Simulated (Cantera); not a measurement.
## Equilibrium for nitride etching: AlN + O₂ + H₂

Charge: 1 mol AlN, a varied amount of O₂, 1.7 mol H₂, equilibrated at 1448.15 K and 10.0 mbar.

These are equilibrium values from Cantera (NASA tables, ideal gas, pure condensed phases), not measurements of a reactor. Candidate condensed phases: Al, AlN, Al₂O₃, H₂O; 35 gas species. Mutual solubility and eutectic melting of coexisting phases are not modelled. The numbers say what is thermodynamically allowed, not how fast it happens.

```tsv
n(O₂) (mol)	x H₂	x H₂O	x O₂	x N₂	n AlN(s)	n Al₂O₃(s)
0.47	0.844	1.84e-6	<1e-12	0.156	0.373	0.313
0.81	0.718	0.0545	<1e-12	0.227	0	0.500
1.2	0.364	0.409	1.08e-10	0.227	0	0.500
1.5	0.0909	0.682	4.79e-9	0.227	0	0.500
1.8	2.27e-5	0.708	0.0831	0.208	0	0.500
2.2	1.21e-5	0.607	0.214	0.178	0	0.500
2.5	9.39e-6	0.548	0.290	0.161	0	0.500
2.9	7.35e-6	0.485	0.371	0.143	0	0.500
3.2	6.36e-6	0.447	0.421	0.131	0	0.500
3.5	5.62e-6	0.414	0.463	0.122	0	0.500
3.9	4.87e-6	0.378	0.511	0.111	0	0.500
```
x: gas mole fraction; n: condensed amount in mol.

At 0.47 mol O₂ the condensed part is AlN(s) + Al₂O₃(s). From 0.81 mol O₂ to 3.9 mol O₂ the condensed part is Al₂O₃(s).
